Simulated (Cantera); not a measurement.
# SiF4 + N2O + N2 (silicon oxide and oxynitride deposition)

Input: 1 mol SiF4, 19 mol N2O, 78 mol N2, at 6.00 mbar.

Equilibrium computed with Cantera from the NASA thermochemical tables; the gas is ideal and each condensed phase is pure. Candidate condensed phases: Si, SiO2, Si2N2O, Si3N4; 28 gas species. The tables hold silica as quartz up to 1696 K and as liquid above; real silica turns to tridymite and cristobalite and melts near 1996 K. The numbers say what is thermodynamically allowed, not how fast it happens.

| T (°C) | x N2 | x O2 | x SiF4 | x NO | x O | n SiO2(β-quartz) | n SiO2(condensed) |
|---|---|---|---|---|---|---|---|
| 875 | 0.902 | 0.0883 | 0.00930 | 8.96e-5 | 3.05e-8 | 0 | 0 |
| 950 | 0.902 | 0.0883 | 0.00930 | 0.000161 | 1.55e-7 | 0 | 0 |
| 1025 | 0.902 | 0.0882 | 0.00930 | 0.000271 | 6.54e-7 | 0 | 0 |
| 1100 | 0.902 | 0.0882 | 0.00930 | 0.000430 | 2.36e-6 | 0 | 0 |
| 1175 | 0.902 | 0.0880 | 0.00930 | 0.000651 | 7.47e-6 | 0 | 0 |
| 1250 | 0.902 | 0.0879 | 0.00930 | 0.000946 | 2.11e-5 | 0 | 0 |
| 1325 | 0.902 | 0.0877 | 0.00930 | 0.00133 | 5.41e-5 | 0.000129 | 0 |
| 1400 | 0.901 | 0.0874 | 0.00930 | 0.00180 | 0.000128 | 0.000289 | 0 |
| 1475 | 0.901 | 0.0870 | 0.00929 | 0.00239 | 0.000279 | 0 | 0.000570 |
x: gas mole fraction; n: condensed amount in mol.

From 875 °C to 1250 °C nothing is condensed. From 1325 °C to 1400 °C the condensed part is SiO2(β-quartz). At 1475 °C the condensed part is SiO2(condensed). The main Si-bearing gas is SiF4 throughout.
